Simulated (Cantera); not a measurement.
A Cantera script and what it prints.

```python
import numpy as np
import cantera as ct

gas_names = """
    B BH BH2 BH3 BN BO BO2 B2 B2O B2O2 B2O3 B3O3H3 H HBO HBO2 HNO HNO2 HNO3 HO2 H2 H2O H2O2 H3B3O6 N NH
    NH2 NH3 NH2OH NO NO2 NO3 N2 N2H2 N2H4 N2O O OH O2 O3
""".split()
cond_names = """
    B(b) B(L) BN(s) B2O3(L) B3O3H3(cr) H2O(s) H2O(L)
""".split()


# ... load() reads the species with a 1 bar reference pressure and builds the phases ...
atoms = {
    'borazine': {'B': 3, 'N': 3, 'H': 6},
    'H2O': {'H': 2, 'O': 1},
    'H2': {'H': 2},
    'O2': {'O': 2},
}
top_T = {'BN(s)': 3200}  # K; cautious upper limits of use, not melting points


# ... equilibrate(T, P, feed) seeds the gas with the atoms and calls Mixture.equilibrate('TP', solver="vcs", rtol=1e-11, max_steps=5000) ...
results = []
feed = {'borazine': 1, 'H2O': 0.29, 'H2': 170, 'O2': 6.9}  # mol
for P in [10, 25, 63, 160, 400, 1000, 2500, 6300, 16000, 40000, 100000]:
    for T in [1350, 1425, 1500, 1575, 1650, 1725, 1800, 1875, 1950, 2025, 2100, 2175, 2250]:
        mix = equilibrate(T, P, feed)
        results.append((T, P, feed, dict(zip(mix.species_names, mix.species_moles))))

for T, P, feed, n in results:
    print(f"{T:7g} {P:10.4g}  " + (" + ".join(c for c in cond_names if n.get(c, 0) > 1e-12) or "gas only"))
```

Output:

```
   1350         10  gas only
   1425         10  gas only
   1500         10  gas only
   1575         10  gas only
   1650         10  gas only
   1725         10  gas only
   1800         10  gas only
   1875         10  gas only
   1950         10  gas only
   2025         10  gas only
   2100         10  gas only
   2175         10  gas only
   2250         10  gas only
   1350         25  gas only
   1425         25  gas only
   1500         25  gas only
   1575         25  gas only
   1650         25  gas only
   1725         25  gas only
   1800         25  gas only
   1875         25  gas only
   1950         25  gas only
   2025         25  gas only
   2100         25  gas only
   2175         25  gas only
   2250         25  gas only
   1350         63  gas only
   1425         63  gas only
   1500         63  gas only
   1575         63  gas only
   1650         63  gas only
   1725         63  gas only
   1800         63  gas only
   1875         63  gas only
   1950         63  gas only
   2025         63  gas only
   2100         63  gas only
   2175         63  gas only
   2250         63  gas only
   1350        160  gas only
   1425        160  gas only
   1500        160  gas only
   1575        160  gas only
   1650        160  gas only
   1725        160  gas only
   1800        160  gas only
   1875        160  gas only
   1950        160  gas only
   2025        160  gas only
   2100        160  gas only
   2175        160  gas only
   2250        160  gas only
   1350        400  gas only
   1425        400  gas only
   1500        400  gas only
   1575        400  gas only
   1650        400  gas only
   1725        400  gas only
   1800        400  gas only
   1875        400  gas only
   1950        400  gas only
   2025        400  gas only
   2100        400  gas only
   2175        400  gas only
   2250        400  gas only
   1350       1000  B2O3(L)
   1425       1000  gas only
   1500       1000  gas only
   1575       1000  gas only
   1650       1000  gas only
   1725       1000  gas only
   1800       1000  gas only
   1875       1000  gas only
   1950       1000  gas only
   2025       1000  gas only
   2100       1000  gas only
   2175       1000  gas only
   2250       1000  gas only
   1350       2500  B2O3(L)
   1425       2500  B2O3(L)
   1500       2500  gas only
   1575       2500  gas only
   1650       2500  gas only
   1725       2500  gas only
   1800       2500  gas only
   1875       2500  gas only
   1950       2500  gas only
   2025       2500  gas only
   2100       2500  gas only
   2175       2500  gas only
   2250       2500  gas only
   1350       6300  B2O3(L)
   1425       6300  B2O3(L)
   1500       6300  gas only
   1575       6300  gas only
   1650       6300  gas only
   1725       6300  gas only
   1800       6300  gas only
   1875       6300  gas only
   1950       6300  gas only
   2025       6300  gas only
   2100       6300  gas only
   2175       6300  gas only
   2250       6300  gas only
   1350    1.6e+04  B2O3(L)
   1425    1.6e+04  B2O3(L)
   1500    1.6e+04  B2O3(L)
   1575    1.6e+04  gas only
   1650    1.6e+04  gas only
   1725    1.6e+04  gas only
   1800    1.6e+04  gas only
   1875    1.6e+04  gas only
   1950    1.6e+04  gas only
   2025    1.6e+04  gas only
   2100    1.6e+04  gas only
   2175    1.6e+04  gas only
   2250    1.6e+04  gas only
   1350      4e+04  B2O3(L)
   1425      4e+04  B2O3(L)
   1500      4e+04  B2O3(L)
   1575      4e+04  B2O3(L)
   1650      4e+04  gas only
   1725      4e+04  gas only
   1800      4e+04  gas only
   1875      4e+04  gas only
   1950      4e+04  gas only
   2025      4e+04  gas only
   2100      4e+04  gas only
   2175      4e+04  gas only
   2250      4e+04  gas only
   1350      1e+05  B2O3(L)
   1425      1e+05  B2O3(L)
   1500      1e+05  B2O3(L)
   1575      1e+05  B2O3(L)
   1650      1e+05  gas only
   1725      1e+05  gas only
   1800      1e+05  gas only
   1875      1e+05  gas only
   1950      1e+05  gas only
   2025      1e+05  gas only
   2100      1e+05  gas only
   2175      1e+05  gas only
   2250      1e+05  gas only
```

Method: chemical equilibrium by Gibbs-energy minimisation in Cantera with the NASA 1993 tables (ideal gas, pure condensed phases). The feed counts by its element totals alone. Gases not in the tables: H3BO3.
